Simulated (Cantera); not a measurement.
# Transport properties of process gases

Gas mixture: 100 % NO, at 500000 Pa, frozen composition.

Cantera's kinetic-theory transport with the Lennard-Jones parameters of GRI-Mech 3.0, ideal gas; thermal conductivity in the mixture-averaged form. The composition is frozen, though it would react at the higher temperatures.

```csv
T (K),ρ (kg/m³),cp (J/kg/K),μ (µPa s),λ (mW/m/K),Pr,D (cm²/s) NO,D (cm²/s) H,D (cm²/s) N2
400,4.51,998.6,23.1,32.4,0.712,0.000,0.412,0.0686
550,3.28,1028,28.9,42.0,0.707,0.000,0.714,0.118
700,2.58,1067,34.0,51.3,0.707,0.000,1.08,0.178
850,2.12,1104,38.6,60.2,0.708,0.000,1.49,0.246
1000,1.80,1133,42.9,68.6,0.709,0.000,1.96,0.323
1150,1.57,1153,47.0,76.7,0.707,0.000,2.48,0.408
1300,1.39,1171,50.9,84.5,0.706,0.000,3.04,0.500
```
D: mixture-averaged diffusion coefficient of that species in the mixture.
